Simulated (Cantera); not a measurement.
Charge: 1 mol CH3OH, 0.92 mol O2, 45 mol H2, at 1723.15 K and 6.00 bar.

Method: chemical equilibrium by Gibbs-energy minimisation in Cantera with the NASA 1993 tables (ideal gas, pure condensed phases). Candidate condensed phases: C, C6H6, C7H8, C8H18, H2O; 110 gas species. Rates play no part.

Base state: H2 0.941, H2O 0.0381, CO 0.0206, CO2 0.000237, H 7.23e-5 (mole fractions); condensed: gas only.

Question: What changes in the equilibrium state with this change: 1.3 mol CH4 added?

Answer: 
| species | before | after |
|---|---|---|
| H2 | 0.941 | 0.945 |
| CO | 0.0206 | 0.0441 |
| H2O | 0.0381 | 0.0103 |
| CH4 | 6.92e-6 | 5.55e-5 |
| CO2 | 0.000237 | 0.000137 |
| H | 7.23e-5 | 7.25e-5 |
